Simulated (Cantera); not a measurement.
A closed system holds: 1 mol Si3N4, 1.6 mol CO2, 980 mol N2, at 1.00 Torr.

Cantera equilibrium calculation (NASA polynomials, part measured and part estimated; ideal gas, pure solids and liquids). Candidate condensed phases: C, Si, SiC, SiO2, Si2N2O, Si3N4; 34 gas species. Mutual solubility and eutectic melting of coexisting phases are not modelled. Rates play no part.

Task: Which condensed phases are stable at each of these points (T (K)): 1550, 1575, 1600, 1625, 1650, 1675, 1700, 1725, 1750?

Result: 
```
T (K)    condensed phases  Si condensed (%)
-----  ------------------  ----------------
1550   SiC(s) + Si2N2O(s)              62.1
1575   SiC(s) + Si2N2O(s)              33.2
1600               SiC(s)              22.9
1625               SiC(s)              22.6
1650               SiC(s)              22.2
1675               SiC(s)              21.4
1700               SiC(s)              20.2
1725               SiC(s)              18.5
1750               SiC(s)              15.9
```

From 1550 K to 1575 K the condensed part is SiC(s) + Si2N2O(s). From 1600 K to 1750 K the condensed part is SiC(s).
